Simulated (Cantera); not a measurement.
A perfectly stirred reactor is fed with CH4 : H2O : H2 = 1 : 0.98 : 0.87 (molar parts), at 100.0 Torr; it is held at 1525 K, and followed from long to short residence time.

Detailed kinetics in Cantera: GRI-Mech 3.0 (53 species, 325 reactions).

Question: What does this change do: pressure from 100.0 Torr to 548 Torr?

Answer: 
```csv
quantity,before,after
x(CH4) at τ = 0.820 s,0.218,0.165
x(H2O) at τ = 0.820 s,0.307,0.286
x(H2) at τ = 0.820 s,0.424,0.476
x(OH) at τ = 0.820 s,5.79e-7,2.81e-7
x(CH2CO) at τ = 0.820 s,1.44e-5,1.42e-5
x(CH4) at τ = 41.0 ms,0.338,0.320
x(H2O) at τ = 41.0 ms,0.341,0.337
x(H2) at τ = 41.0 ms,0.316,0.331
x(OH) at τ = 41.0 ms,5.92e-7,3.12e-7
x(CH2CO) at τ = 41.0 ms,9.85e-7,2.66e-6
```

Question: What does this change do: H2O 0.98 to 0.31 parts?

Answer: 
| quantity | before | after |
|---|---|---|
| x(CH4) at τ = 0.820 s | 0.218 | 0.289 |
| x(H2O) at τ = 0.820 s | 0.307 | 0.125 |
| x(H2) at τ = 0.820 s | 0.424 | 0.527 |
| x(OH) at τ = 0.820 s | 5.79e-7 | 1.98e-7 |
| x(CH2CO) at τ = 0.820 s | 1.44e-5 | 6.35e-6 |
| x(CH4) at τ = 41.0 ms | 0.338 | 0.443 |
| x(H2O) at τ = 41.0 ms | 0.341 | 0.141 |
| x(H2) at τ = 41.0 ms | 0.316 | 0.410 |
| x(OH) at τ = 41.0 ms | 5.92e-7 | 2.04e-7 |
| x(CH2CO) at τ = 41.0 ms | 9.85e-7 | 3.95e-7 |
GRI-Mech 3.0 stops at C3 and has no aromatics, soot or wall deposition, so with more carbon than oxygen in the feed, carbon stays in small species such as C2H2 where larger ones or solid carbon would form.
